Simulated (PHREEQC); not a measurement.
Dissolve 18 mmol/kgw KOH and 0.4 mmol/kgw NaAlO2 at 20 °C. Closed to the air; pH follows from the charge balance.

All values are PHREEQC results (ion-association model, wateq4f.dat), not measurements.

Precipitation was switched off in this run.

### Question
Predict the pH.

### Answer
pH 12.36.

Species that the database lacks are ignored.
